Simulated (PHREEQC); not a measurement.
Dissolve 0.027 mol NH3 and 0.011 mol CO2 per kg of water at 25 °C. Closed to the air; pH follows from the charge balance.

Computed with PHREEQC (ion-association model, phreeqc.dat).

Task: The ionic strength comes out as 0.0140 mol/kgw. What activity coefficients do OH-, NH4+, CO3-2, HCO3- get?

Result: OH- 0.89, NH4+ 0.88, CO3-2 0.63, HCO3- 0.89.

No solid was allowed to form. Complexes and solids missing from the database can't appear. Carbamate, which ammonia and carbonate form, is missing from the database.
